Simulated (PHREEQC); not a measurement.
Make-up at 80 °C: 0.0034 mol CaCl2 per kg of water. Closed to the air; pH follows from the charge balance.

The numbers come from PHREEQC with the ion-association model, phreeqc.dat.

Each row changes one thing in this solution. No solid was allowed to form.

```json
[
 {"case": "as made", "pH": "6.29", "ionic strength (mol/kgw)": "0.0102", "CaOH+ (mol/kgw)": "7.89e-10"},
 {"case": "8.1e-05 mol/kgw LiOH added", "pH": "8.45", "ionic strength (mol/kgw)": "0.0103", "CaOH+ (mol/kgw)": "1.12e-7"},
 {"case": "CaCl2 from 0.0034 to 0.0051 mol/kgw", "pH": "6.29", "ionic strength (mol/kgw)": "0.0153", "CaOH+ (mol/kgw)": "1.11e-9"},
 {"case": "CaCl2 replaced by CaSO4 at the same molality", "pH": "6.41", "ionic strength (mol/kgw)": "0.0107", "CaOH+ (mol/kgw)": "8.05e-10"},
 {"case": "CaCl2 from 0.0034 to 0.00374 mol/kgw", "pH": "6.29", "ionic strength (mol/kgw)": "0.0112", "CaOH+ (mol/kgw)": "8.56e-10"},
 {"case": "4.1e-05 mol/kgw Ca(OH)2 added", "pH": "8.45", "ionic strength (mol/kgw)": "0.0103", "CaOH+ (mol/kgw)": "1.15e-7"},
 {"case": "diluted 5-fold with water", "pH": "6.29", "ionic strength (mol/kgw)": "0.00204", "CaOH+ (mol/kgw)": "1.88e-10"},
 {"case": "diluted 2-fold with water", "pH": "6.29", "ionic strength (mol/kgw)": "0.00510", "CaOH+ (mol/kgw)": "4.32e-10"}
]
```

Constants without temperature data keep their 25 °C values here.
